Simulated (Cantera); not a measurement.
An isothermal, constant-pressure homogeneous reactor starts with 78.7 % NO, 21.3 % N₂, at 1998 K and 100.0 Torr.

Detailed kinetics in Cantera: GRI-Mech 3.0 (53 species, 325 reactions).

x: mole fraction; the columns are a selection and need not sum to one.

```tsv
t (s)	x NO	x N₂O	x O	x NO₂	x O₂	x N₂
1.00e-5	0.787	9.45e-7	9.42e-7	5.62e-9	7.46e-10	0.213
3.88e-5	0.787	3.65e-6	3.61e-6	8.21e-8	1.11e-8	0.213
0.000151	0.787	1.39e-5	1.35e-5	1.12e-6	1.65e-7	0.213
0.000585	0.787	5.03e-5	4.78e-5	1.18e-5	2.62e-6	0.213
0.00227	0.787	0.000150	0.000156	6.47e-5	5.82e-5	0.213
0.00881	0.785	0.000252	0.000247	0.000106	0.000765	0.213
0.0342	0.779	0.000256	0.000272	0.000119	0.00403	0.217
0.133	0.753	(withheld)	(withheld)	(withheld)	(withheld)	0.230
0.515	0.652	0.000163	0.000530	0.000236	0.0669	0.280
2.00	(withheld)	(withheld)	(withheld)	0.000226	(withheld)	(withheld)
```

Problem. What belongs in the gaps?

Solution. 
- 0.133, x N₂O: 0.000232
- 0.133, x O: 0.000343
- 0.133, x NO₂: 0.000158
- 0.133, x O₂: 0.0169
- 2.00, x NO: 0.355
- 2.00, x N₂O: 4.32e-5
- 2.00, x O: 0.000864
- 2.00, x O₂: 0.215
- 2.00, x N₂: 0.428
